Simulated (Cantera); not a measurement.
Feed: 1 mol CH3SiCl3, 0.28 mol CH4, 87 mol H2, 0.0064 mol C2H2, held at 0.00280 bar.

Cantera equilibrium calculation (NASA polynomials, part measured and part estimated; ideal gas, pure solids and liquids). Candidate condensed phases: C, C6H6, C7H8, C8H18, Si, SiC; 109 gas species. The feed counts by its element totals alone. Equilibrium is a limit: real reactors are often held back by kinetics, nucleation or transport. All values below are at 1175 °C.

Base state: H2 0.967, HCl 0.0331, H 0.000171, SiCl2 2.06e-5 (mole fractions); condensed: C(graphite) + SiC(s).

What changes in the equilibrium state with this change: CH3SiCl3 replaced by SiH2Cl2?


```csv
species,before,after
H2,0.967,0.979
HCl,0.0331,0.0198
SiCl2,2.06e-5,0.00124
H,0.000171,0.000172
"C(graphite), mol",0.293,0
"SiC(s), mol",0.998,0.293
"Si(s), mol",0,0.596
```
Mutual solubility and eutectic melting of coexisting phases are not modelled.
